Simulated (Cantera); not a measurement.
An isothermal, constant-pressure homogeneous reactor starts with 60.6 % CH₄, 35.2 % H₂O, 4.24 % H₂, at 1775 K and 0.960 bar.

Detailed kinetics in Cantera: GRI-Mech 3.0 (53 species, 325 reactions). GRI-Mech 3.0 stops at C3 and has no aromatics, soot or wall deposition, so with more carbon than oxygen in the feed, carbon stays in small species such as C2H2 where larger ones or solid carbon would form.

One state of this run: x CH₄ = 0.0197; x H₂O = 0.0698; x H₂ = 0.689; x CO = 0.120; x HCO = 1.88e-8; x CO₂ = 0.00329; x CH₂ = 9.58e-8. x: mole fraction; the columns are a selection and need not sum to one.

Question: Which value of t (s) does it belong to?
A) 0.00828
B) 4.00e-5
C) 0.290
D) 0.00140

Answer: C, 0.290
